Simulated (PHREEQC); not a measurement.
Solution (25 °C): 0.068 mol HF, 0.066 mol NaOH and 0.00053 mol KCl per kg of water. Closed to the air; pH follows from the charge balance.

Computed with PHREEQC (ion-association model, phreeqc.dat).

Each row changes one thing in this solution. No solid was allowed to form.

```csv
case,pH,ionic strength (mol/kgw),F- (mol/kgw),NaF (mol/kgw),SI of Halite (NaCl),SI of Sylvite (KCl)
as made,4.68,0.0650,0.0641,0.00151,-6.23,-7.65
temperature from 25 to 55 °C,4.93,0.0651,0.0641,…,-6.26,-7.80
NaOH from 0.066 to 0.66 mol/kgw,…,…,…,0.00843,-5.37,-7.85
HF from 0.068 to 0.136 mol/kgw,…,0.0663,0.0540,0.00127,-6.23,-7.65
0.0023 mol/kgw KF added,4.69,0.0673,0.0664,0.00155,-6.23,-6.92
HF from 0.068 to 0.0748 mol/kgw,4.02,0.0652,0.0630,0.00148,-6.23,-7.65
HF from 0.068 to 0.0612 mol/kgw,11.58,0.0651,0.0598,0.00141,-6.23,-7.65
```

Problem. Complete the blanks.

Solution. 
- temperature from 25 to 55 °C, NaF (mol/kgw): 0.00147
- NaOH from 0.066 to 0.66 mol/kgw, pH: 13.56
- NaOH from 0.066 to 0.66 mol/kgw, ionic strength (mol/kgw): 0.652
- NaOH from 0.066 to 0.66 mol/kgw, F- (mol/kgw): 0.0596
- HF from 0.068 to 0.136 mol/kgw, pH: 3.04

Constants without temperature data keep their 25 °C values here.
